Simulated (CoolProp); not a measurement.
Methane along the isobar 47.7 bar: fugacity coefficient from the reference equation and from simpler models built on Tc = -82.6 °C, pc = 45.99 bar, ω = 0.011; each cubic takes its own stable root.

Model: reference Helmholtz-energy equation of state, Setzmann 1991, in CoolProp.

| T (°C) | phase | reference |
|---|---|---|
| -168.05 | liquid | 0.01423 |
| -157.75 | liquid | 0.03294 |
| -147.45 | liquid | 0.06517 |
| -137.15 | liquid | 0.1143 |
| -126.85 | liquid | 0.1822 |
| -116.55 | liquid | 0.2692 |
| -106.25 | liquid | 0.3733 |
| -95.95 | liquid | 0.4904 |
| -85.65 | liquid | 0.6131 |
| -75.35 | supercritical | 0.6981 |
| -65.15 | supercritical | 0.7442 |
| -54.85 | supercritical | 0.7805 |
| -44.55 | supercritical | 0.8102 |

How far does each simpler model (van der Waals, Peng-Robinson) lie from the reference over these 13 states: mean and median of the absolute difference, and the worst?


- van der Waals: mean 73.1 %, median 26.5 %, worst +341.0 % at -168.05 °C and 47.7 bar
- Peng-Robinson: mean 2.2 %, median 1.7 %, worst -3.8 % at -75.35 °C and 47.7 bar
